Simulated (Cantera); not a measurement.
Titanium nitride, carbide and oxide coatings: TiCl4 + CH4 + H2

Input: 1 mol TiCl4, 3.5 mol CH4, 78 mol H2, at 10000 Pa.

These are equilibrium values from Cantera (NASA tables, ideal gas, pure condensed phases), not measurements of a reactor. Candidate condensed phases: C, C6H6, C7H8, C8H18, Ti, TiC, TiCl2, TiCl3, TiCl4; 96 gas species. TiC: taken at fixed stoichiometry. The numbers say what is thermodynamically allowed, not how fast it happens.

From 1000 K to 1200 K the condensed part is C(graphite) + TiC(s). The main Ti-bearing gas is TiCl4 at 1000 K and TiCl3 at 1200 K. The share of Ti in condensed phases is highest at 1200 K (99.4 %) and lowest at 1000 K (89.7 %).

```
T (K)   x H2   x HCl    x CH4   x TiCl4   x TiCl3      x H  n C(graphite)  n TiC(s)
-----  -----  ------  -------  --------  --------  -------  -------------  --------
1000   0.948  0.0418  0.00859   0.00104  0.000156  6.99e-9           1.86     0.897
1025   0.949  0.0433  0.00662  0.000660  0.000139  1.34e-8           2.00     0.931
1050   0.950  0.0442  0.00517  0.000412  0.000121  2.50e-8           2.10     0.954
1075   0.951  0.0448  0.00408  0.000255  0.000104  4.52e-8           2.18     0.969
1100   0.951  0.0452  0.00325  0.000159   8.83e-5  7.97e-8           2.24     0.979
1125   0.952  0.0455  0.00261   9.98e-5   7.52e-5  1.37e-7           2.29     0.985
1150   0.952  0.0456  0.00212   6.36e-5   6.41e-5  2.30e-7           2.33     0.989
1175   0.952  0.0457  0.00174   4.12e-5   5.49e-5  3.78e-7           2.36     0.992
1200   0.953  0.0458  0.00143   2.71e-5   4.72e-5  6.09e-7           2.38     0.994
```
x: gas mole fraction; n: condensed amount in mol.
